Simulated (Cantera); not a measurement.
An adiabatic, constant-volume homogeneous reactor starts with CH₄ : O₂ : N₂ = 1 : 3.57 : 18.6 (molar parts), at 1600 K and 4.93 atm. Integrator tolerance rtol = 1e-08.

Cantera simulation using GRI-Mech 3.0 (53 species, 325 reactions); the numbers are that mechanism's predictions, not measurements.

Task: What does this change do: pressure from 4.93 atm to 0.227 atm?

Result: 
```tsv
quantity	before	after
time of steepest temperature rise	0.137 ms	1.82 ms
temperature at 0.500 s	2602 K	2488 K
equilibrium temperature	2602 K	2488 K
x(CH₄) at 0.500 s	<1e-12 (gas-phase equilibrium <1e-12)	<1e-12 (gas-phase equilibrium <1e-12)
x(O₂) at 0.500 s	0.0596 (gas-phase equilibrium 0.0596)	0.0611 (gas-phase equilibrium 0.0611)
x(H) at 0.500 s	0.000456 (gas-phase equilibrium 0.000456)	0.00214 (gas-phase equilibrium 0.00214)
x(CH₂) at 0.500 s	<1e-12 (gas-phase equilibrium <1e-12)	<1e-12 (gas-phase equilibrium <1e-12)
x(C₂H) at 0.500 s	<1e-12 (gas-phase equilibrium <1e-12)	<1e-12 (gas-phase equilibrium <1e-12)
x(NO₂) at 0.500 s	1.78e-5 (gas-phase equilibrium 1.78e-5)	3.55e-6 (gas-phase equilibrium 3.55e-6)
```

Task: What does this change do: pressure from 4.93 atm to 18.8 atm?

Result: 
```json
[
 {"quantity": "time of steepest temperature rise", "before": "0.137 ms", "after": "47.2 µs"},
 {"quantity": "temperature at 0.500 s", "before": "2602 K", "after": "2633 K"},
 {"quantity": "equilibrium temperature", "before": "2602 K", "after": "2633 K"},
 {"quantity": "x(CH₄) at 0.500 s", "before": "<1e-12 (gas-phase equilibrium <1e-12)", "after": "<1e-12 (gas-phase equilibrium <1e-12)"},
 {"quantity": "x(O₂) at 0.500 s", "before": "0.0596 (gas-phase equilibrium 0.0596)", "after": "0.0592 (gas-phase equilibrium 0.0592)"},
 {"quantity": "x(H) at 0.500 s", "before": "0.000456 (gas-phase equilibrium 0.000456)", "after": "0.000203 (gas-phase equilibrium 0.000203)"},
 {"quantity": "x(CH₂) at 0.500 s", "before": "<1e-12 (gas-phase equilibrium <1e-12)", "after": "<1e-12 (gas-phase equilibrium <1e-12)"},
 {"quantity": "x(C₂H) at 0.500 s", "before": "<1e-12 (gas-phase equilibrium <1e-12)", "after": "<1e-12 (gas-phase equilibrium <1e-12)"},
 {"quantity": "x(NO₂) at 0.500 s", "before": "1.78e-5 (gas-phase equilibrium 1.78e-5)", "after": "3.55e-5 (gas-phase equilibrium 3.55e-5)"}
]
```
The pressure lies above the range GRI-Mech 3.0 was tuned for (to about 10 atm).
